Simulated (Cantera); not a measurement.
Source: NASA polynomial tables (part measured, part estimated), evaluated in Cantera. Values are per mole of reaction as written; species without (g) are pure solids or liquids, kept so even where they would boil at 1 bar. TaC: taken at fixed stoichiometry.

Task: Between 300 and 2275 K, where is each reaction favourable under standard conditions?
- 4 Ta + 5 CO2(g) → 5 C + 2 Ta2O5
- Ta + CO2(g) → TaC + 2 O(g)

Result: 
- 4 Ta + 5 CO2(g) → 5 C + 2 Ta2O5: ΔG° is -1849 kJ at 300 K and -236 kJ at 2275 K; it stays negative (K > 1). ΔH° is -1697 kJ and ΔS° -643 J/K at 2275 K.
- Ta + CO2(g) → TaC + 2 O(g): ΔG° is 715 kJ at 300 K and 462 kJ at 2275 K; it stays positive (K < 1). ΔH° is 770 kJ and ΔS° 135 J/K at 2275 K.
